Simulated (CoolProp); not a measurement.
The numbers come from the reference Helmholtz-energy equation of state, Tillner-Roth 1997 in CoolProp.

### Question
For CH2F2 (R32), give the phase and the Z, Joule-Thomson coefficient (K/MPa), isothermal compressibility (1/MPa), Prandtl number at -52.45 °C and 310 bar.

### Answer
- -52.45 °C and 310 bar: liquid; Z 0.697, Joule-Thomson coefficient -0.312, isothermal compressibility 0.00102, Prandtl number 2.85

Viscosity comes from a separate model (Bell 2016), an estimate that may be off by 10 % or more. Thermal conductivity comes from a separate model (Huber 2003), an estimate that may be off by 10 % or more.
